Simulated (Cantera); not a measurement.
## Low-pressure radical oxidation in H2/O2

An isothermal, constant-pressure homogeneous reactor starts with H₂ : O₂ = 0.24 : 1 (molar parts), equivalence ratio 0.12, at 1323 K and 14.3 Torr.

Cantera simulation using the H2/O2 subset of GRI-Mech 3.0, which has no nitrogen chemistry; the numbers are that mechanism's predictions, not measurements. Radical loss at walls, strong at low pressure, is not modelled. The temperature is held fixed by assumption; the heat of reaction is taken as removed at once.

| t (s) | x H₂ | x O₂ | x HO₂ | x OH | x H | x H₂O | x H₂O₂ |
|---|---|---|---|---|---|---|---|
| 1.00e-6 | 0.194 | 0.806 | 1.68e-9 | 3.72e-11 | 1.65e-9 | 1.29e-12 | <1e-12 |
| 7.32e-6 | 0.194 | 0.806 | 1.23e-8 | 1.61e-9 | 1.10e-8 | 4.21e-10 | 2.68e-12 |
| 5.35e-5 | 0.194 | 0.806 | 9.01e-8 | 5.51e-8 | 1.19e-7 | 1.03e-7 | 1.42e-10 |
| 0.000391 | 0.184 | 0.801 | 3.80e-6 | 0.00203 | 0.00395 | 0.00686 | 2.50e-8 |
| 0.00286 | 0.00781 | 0.707 | 9.32e-6 | 0.0131 | 0.0418 | 0.164 | 3.69e-7 |
| 0.0210 | 0.00150 | 0.772 | 7.25e-6 | 0.00595 | 0.00290 | 0.206 | 3.23e-7 |
| 0.153 | 3.45e-5 | 0.785 | 6.40e-7 | 0.000913 | 9.96e-6 | 0.214 | 5.47e-8 |
| 1.12 | 1.73e-6 | 0.786 | 6.61e-8 | 0.000206 | 1.14e-7 | 0.214 | 7.38e-9 |
| 8.20 | 2.61e-7 | 0.786 | 6.51e-8 | 8.01e-5 | 6.72e-9 | 0.214 | 1.85e-9 |
| 60.0 | 2.29e-7 | 0.786 | 6.78e-8 | 7.50e-5 | 5.54e-9 | 0.214 | 1.71e-9 |
x: mole fraction; the columns are a selection and need not sum to one.

Equilibrium at this temperature and pressure: H₂ 2.29e-7, O₂ 0.786, HO₂ 6.78e-8, OH 7.50e-5, H 5.54e-9, H₂O 0.214, H₂O₂ 1.71e-9 (gas phase only).
